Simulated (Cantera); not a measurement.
Feed: 1 mol MgCO₃, 1.2 mol H₂S, 3.6 mol CO₂, at 552 °C and 32.0 mbar.

Equilibrium computed with Cantera from the NASA thermochemical tables; the gas is ideal and each condensed phase is pure. Gases not in the tables: S₃ to S₇. Equilibrium is a limit: real reactors are often held back by kinetics, nucleation or transport.

```json
[
 {"species": "CO₂", "before": "0.736", "after": "0.750"},
 {"species": "H₂S", "before": "0.152", "after": "0.165"},
 {"species": "H₂O", "before": "0.0461", "after": "0.0388"},
 {"species": "CO", "before": "0.0237", "after": "0.00914"},
 {"species": "S₂", "before": "0.0145", "after": "0.00539"},
 {"species": "COS", "before": "0.0221", "after": "0.0291"},
 {"species": "H₂", "before": "0.00531", "after": "0.00169"},
 {"species": "CS₂", "before": "0.000160", "after": "0.000271"},
 {"species": "SO₂", "before": "1.56e-5", "after": "1.19e-5"},
 {"species": "MgO(s), mol", "before": "1.00", "after": "1.00"}
]
```
Gas species are given as mole fractions.

Question: Name the change that produced these shifts.
(A) temperature from 552 °C to 1150 °C
(B) pressure from 32.0 mbar to 1.00 bar
(C) temperature from 552 °C to 627 °C
(D) temperature from 552 °C to 827 °C

Answer: B, pressure from 32.0 mbar to 1.00 bar
